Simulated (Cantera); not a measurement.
Mixture: H2 : O2 : N2 = 1 : 0.962 : 5.48 (molar parts), at 1.10 bar, adiabatic and at constant pressure. Ignition delay is the time to a rise of 400 K.

Detailed kinetics in Cantera: the H2/O2 subset of GRI-Mech 3.0, which has no nitrogen chemistry. Where the delays flatten at high temperature, the 400 K rule measures the pace of heat release, not the induction time.

Problem. What does this change do: constant volume in place of constant pressure?

Solution. 
```
quantity           before     after
---------------  --------  --------
delay at 1000 K  0.421 ms  0.409 ms
delay at 1200 K   67.3 µs   60.8 µs
delay at 1400 K   39.9 µs   31.5 µs
delay at 1600 K   38.8 µs   26.8 µs
delay at 1800 K   47.3 µs   30.6 µs
```
